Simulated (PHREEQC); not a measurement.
KOH is added in steps, without added water, to 1 kg of water holding 0.003 mol H3AsO4, 0.00037 mol H2SO4 and 0.0016 mol NaCl, at 6.9 °C. Oxygen alone is held at its pressure in air (log pO2 = -0.68). The system is closed to CO2. No solid was allowed to form.

Base run: PHREEQC, ion-association model, wateq4f.dat. Each further column changes one thing. The table gives pH.

| KOH added (mol) | base | NaCl replaced by LiCl at the same molality | temperature from 6.9 to 70 °C | NaCl from 0.0016 to 0.008 mol/kgw | solids may form |
|---|---|---|---|---|---|
| 0 | 2.58 | 2.58 | 2.64 | 2.58 | 2.58 |
| 0.001875 | 2.90 | 2.90 | 2.98 | 2.90 | 2.90 |
| 0.003375 | 3.62 | 3.62 | 3.72 | 3.63 | 3.62 |
| 0.00525 | 7.08 | 7.08 | 6.95 | 7.05 | 7.08 |
| 0.00675 | 9.39 | 9.39 | 8.57 | 9.36 | 9.39 |
| 0.008625 | 11.42 | 11.42 | 9.96 | 11.40 | 11.42 |
| 0.01013 | 11.78 | 11.78 | 10.21 | 11.76 | 11.78 |
| 0.012 | 12.07 | 12.07 | 10.41 | 12.05 | 12.07 |

Constants without temperature data keep their 25 °C values here. Solids allowed in the column 'solids may form': Halite, Mirabilite.
